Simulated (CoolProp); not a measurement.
Vapour-liquid equilibrium of R22 (1) + C3F8 (R218) (2) at 269.1 K; x and y are mole fractions of (1).

Model: multi-fluid Helmholtz-energy mixture model, Kamei 1995 and Lemmon 2006; pair parameters Bell 2016, in CoolProp.

| x | bubble pressure (MPa) | y at the bubble point | dew pressure at overall composition x (MPa) | liquid density (mol/L) |
|---|---|---|---|---|
| 0.05 | 0.3972 | 0.120 | 0.3765 | 8.012 |
| 0.2 | 0.4755 | 0.349 | 0.4229 | 8.598 |
| 0.35 | 0.5199 | 0.476 | 0.4760 | 9.304 |
| 0.5 | 0.5400 | 0.560 | 0.5270 | 10.17 |
| 0.65 | 0.5435 | 0.629 | 0.5416 | 11.26 |
| 0.8 | 0.5293 | 0.713 | 0.5030 | 12.61 |
| 0.95 | 0.4741 | 0.885 | 0.4519 | 14.32 |

y crosses x between x = 0.5 and 0.65: the model has an azeotrope there.

Pair parameters are fitted to limited data, so mixtures are less certain than the pure fluids.
